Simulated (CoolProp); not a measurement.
A simple Rankine cycle with R142b: condensing at 311.15 K, boiler at 2.74 MPa, turbine inlet 393.1 K, turbine efficiency 0.8, pump efficiency 0.6, no recuperator. Each further row changes one setting.

The numbers come from the reference Helmholtz-energy equation of state, Lemmon 2006 in CoolProp. It is a short technical equation, of lower accuracy than the large ones.

| case | thermal efficiency (%) | net work (kJ/kg) | heat in (kJ/kg) | turbine exit temperature (K) | volume ratio over the turbine |
|---|---|---|---|---|---|
| as stated | 11.8 | 27.3 | 232 | 322.9 | 6.55 |
| turbine inlet 413.1 K | 12.2 | 31.8 | 261 | 348.8 | 6.03 |
| condensing temperature 303.15 K | 13.0 | 31.5 | 242 | 316.0 | 8.22 |
| boiler pressure 1.92 MPa | 10.2 | 25.7 | 252 | 344.9 | 4.05 |
| turbine efficiency 0.7 | 10.1 | 23.5 | 232 | 326.8 | 6.67 |
